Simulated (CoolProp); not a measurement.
Model: reference Helmholtz-energy equation of state, Lemmon 2006, in CoolProp. It is a short technical equation, of lower accuracy than the large ones.

Problem. Give the vapour pressure (MPa), liquid density (kg/m³), enthalpy of vaporisation (kJ/kg), liquid cp (kJ/(kg K)) of saturated isopentane at 147.75, 157.45 °C.

Solution. 
```csv
T (°C),p (MPa),liquid density (kg/m³),enthalpy of vaporisation (kJ/kg),liquid cp (kJ/(kg K))
147.75,1.80,449,201,3.34
157.45,2.11,427,180,3.59
```
